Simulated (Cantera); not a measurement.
Mixture: CH4 : C2H6 : O2 : N2 = 1 : 0.3 : 4.36 : 12.2 (molar parts), equivalence ratio 0.70, at 3.40 bar, adiabatic and at constant volume. Ignition delay is the time to a rise of 400 K.

Computed with Cantera and GRI-Mech 3.0 (53 species, 325 reactions).

### Question
What does this change do: 0.18 parts H2 added?

### Answer
| quantity | before | after |
|---|---|---|
| delay at 1000 K | 59.1 ms | 49.6 ms |
| delay at 1150 K | 2.92 ms | 2.29 ms |
| delay at 1300 K | 0.289 ms | 0.228 ms |
| delay at 1450 K | 60.9 µs | 50.8 µs |
| delay at 1600 K | 20.1 µs | 17.6 µs |
| apparent activation energy between 1450 and 1600 K | 140 kJ/mol | 140 kJ/mol |
